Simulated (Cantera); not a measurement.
A closed system holds: 1 mol NH3, 0.14 mol SO2, 0.25 mol O2, held at 1675 K and 0.620 bar.

These are equilibrium values from Cantera (NASA tables, ideal gas, pure condensed phases), not measurements of a reactor. Candidate condensed phases: H2O, H2SO4, S; 35 gas species. Equilibrium is a limit: real reactors are often held back by kinetics, nucleation or transport.

Base state: H2O 0.382, H2 0.314, N2 0.247, H2S 0.0437, S2 0.0109, SH 0.00176, SO2 0.00135, SO 0.000318 (mole fractions); condensed: gas only.

**Question.** What changes in the equilibrium state with this change: temperature from 1675 K to 1200 K?

**Answer.** 
```csv
species,before,after
H2O,0.382,0.390
H2,0.314,0.290
N2,0.247,0.250
H2S,0.0437,0.0696
S2,0.0109,0.000186
S,3.32e-5,9.15e-9
SO,0.000318,2.04e-7
H,8.26e-5,1.35e-7
```
Gases not in the tables: S3 to S7.
